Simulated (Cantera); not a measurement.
**Transport properties of process gases**

Gas mixture: 66.2 % N2O, 33.8 % NO, at 9.50 bar, frozen composition.

Cantera's kinetic-theory transport with the Lennard-Jones parameters of GRI-Mech 3.0, ideal gas; thermal conductivity in the multicomponent form. The composition is frozen, though it would react at the higher temperatures.

```tsv
T (K)	ρ (kg/m³)	cp (J/kg/K)	μ (µPa s)	λ (mW/m/K)	Pr	D (cm²/s) H	D (cm²/s) OH	D (cm²/s) NO
400	11.2	977.6	20.5	27.5	0.729	0.189	0.0471	0.0275
550	8.16	1062	26.5	38.4	0.733	0.332	0.0818	0.0483
700	6.41	1129	31.8	48.9	0.733	0.505	0.123	0.0732
850	5.28	1182	36.5	58.9	0.733	0.705	0.171	0.102
1000	4.49	1223	41.0	68.3	0.733	0.928	0.225	0.134
1150	3.90	1251	45.1	77.0	0.732	1.18	0.284	0.170
1300	3.45	1275	49.0	85.3	0.732	1.44	0.349	0.208
1450	3.09	1296	52.7	93.4	0.731	1.73	0.418	0.250
```
D: mixture-averaged diffusion coefficient of that species in the mixture.
